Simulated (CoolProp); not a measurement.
Vapour-liquid equilibrium of octamethyltrisiloxane (MDM) (1) + octamethylcyclotetrasiloxane (D4) (2) at 246.35 °C; x and y are mole fractions of (1).

Model: multi-fluid Helmholtz-energy mixture model, Thol 2017 and Thol 2015; pair parameters Bell 2016, in CoolProp.

```json
[
 {"x": "0.05", "bubble pressure, mixture model (MPa)": "0.4682", "bubble pressure, Raoult's law (MPa)": "0.4676", "y, mixture model": "0.069", "y, Raoult's law": "0.075"},
 {"x": "0.15", "bubble pressure, mixture model (MPa)": "0.4935", "bubble pressure, Raoult's law (MPa)": "0.4925", "y, mixture model": "0.196", "y, Raoult's law": "0.214"},
 {"x": "0.25", "bubble pressure, mixture model (MPa)": "0.5179", "bubble pressure, Raoult's law (MPa)": "0.5174", "y, mixture model": "0.312", "y, Raoult's law": "0.340"},
 {"x": "0.35", "bubble pressure, mixture model (MPa)": "0.5419", "bubble pressure, Raoult's law (MPa)": "0.5423", "y, mixture model": "0.420", "y, Raoult's law": "0.454"},
 {"x": "0.45", "bubble pressure, mixture model (MPa)": "0.5657", "bubble pressure, Raoult's law (MPa)": "0.5672", "y, mixture model": "0.522", "y, Raoult's law": "0.559"},
 {"x": "0.55", "bubble pressure, mixture model (MPa)": "0.5896", "bubble pressure, Raoult's law (MPa)": "0.5921", "y, mixture model": "0.618", "y, Raoult's law": "0.654"},
 {"x": "0.65", "bubble pressure, mixture model (MPa)": "0.6139", "bubble pressure, Raoult's law (MPa)": "0.6170", "y, mixture model": "0.710", "y, Raoult's law": "0.742"},
 {"x": "0.75", "bubble pressure, mixture model (MPa)": "0.6388", "bubble pressure, Raoult's law (MPa)": "0.6419", "y, mixture model": "0.797", "y, Raoult's law": "0.823"},
 {"x": "0.85", "bubble pressure, mixture model (MPa)": "0.6643", "bubble pressure, Raoult's law (MPa)": "0.6668", "y, mixture model": "0.881", "y, Raoult's law": "0.898"},
 {"x": "0.95", "bubble pressure, mixture model (MPa)": "0.6906", "bubble pressure, Raoult's law (MPa)": "0.6917", "y, mixture model": "0.961", "y, Raoult's law": "0.967"}
]
```

The largest gap from Raoult's law is -0.5 % in bubble pressure, at x = 0.65. No azeotrope shows between x = 0.05 and 0.95.

The pair parameters rest on a limited set of measurements; away from them the model extrapolates.
